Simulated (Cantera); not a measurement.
**AlCl₃ + HCl + N₂ (aluminium nitride and oxide growth)**

Input: 1 mol AlCl₃, 1.5 mol HCl, 1.7 mol N₂, at 0.00133 bar.

Method: chemical equilibrium by Gibbs-energy minimisation in Cantera with the NASA 1993 tables (ideal gas, pure condensed phases). Candidate condensed phases: Al, AlCl₃, AlN, NH₄Cl; 20 gas species. The tables' values for AlCl₂ are old estimates; treat these amounts as uncertain. Equilibrium is a limit: real reactors are often held back by kinetics, nucleation or transport.

```
T (°C)   x N₂  x HCl  x AlCl₃      x Cl   x AlCl₂      x H₂    x AlCl
------  -----  -----  -------  --------  --------  --------  --------
800     0.405  0.357    0.238   3.07e-5   2.34e-7   1.63e-5  1.74e-11
850     0.405  0.357    0.238   6.43e-5   9.29e-7   3.31e-5  1.92e-10
900     0.405  0.357    0.238  0.000127   3.28e-6   6.34e-5   1.72e-9
950     0.405  0.357    0.238  0.000236   1.04e-5  0.000115   1.29e-8
1000    0.405  0.357    0.238  0.000421   3.02e-5  0.000198   8.18e-8
1050    0.405  0.356    0.238  0.000722   8.00e-5  0.000323   4.46e-7
1100    0.404  0.356    0.238   0.00120  0.000196  0.000502   2.12e-6
1150    0.404  0.355    0.237   0.00194  0.000445  0.000742   8.82e-6
1200    0.404  0.354    0.237   0.00309  0.000943   0.00104   3.24e-5
1250    0.403  0.353    0.235   0.00484   0.00186   0.00138  0.000105
1300    0.402  0.352    0.233   0.00751   0.00344   0.00172  0.000304
1350    0.401  0.350    0.229    0.0116   0.00594   0.00202  0.000783
1400    0.398  0.347    0.223    0.0178   0.00961   0.00225   0.00180
```
x: gas mole fraction; nothing condenses.

From 800 °C to 1400 °C nothing is condensed. The main Al-bearing gas is AlCl₃ throughout.
